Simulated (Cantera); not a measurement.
An adiabatic, constant-volume homogeneous reactor starts with 16.2 % H2, 16.8 % O2, 63.3 % N2, 3.72 % H2O, at 1323 K and 1.00 bar.

Computed with Cantera and GRI-Mech 3.0 (53 species, 325 reactions).

Q: Predict: time of steepest temperature rise; temperature at 0.800 s; equilibrium temperature; x(H2) at 0.800 s; x(O2) at 0.800 s; x(H2O) at 0.800 s; x(NO) at 0.800 s; x(N2O) at 0.800 s; x(H) at 0.800 s.

A: time of steepest temperature rise: 28.1 µs
temperature at 0.800 s: 2523 K
equilibrium temperature: 2523 K
x(H2) at 0.800 s: 0.00353 (gas-phase equilibrium 0.00353)
x(O2) at 0.800 s: 0.0836 (gas-phase equilibrium 0.0836)
x(H2O) at 0.800 s: 0.203 (gas-phase equilibrium 0.203)
x(NO) at 0.800 s: 0.0140 (gas-phase equilibrium 0.0140)
x(N2O) at 0.800 s: 9.60e-7 (gas-phase equilibrium 9.60e-7)
x(H) at 0.800 s: 0.00125 (gas-phase equilibrium 0.00125)
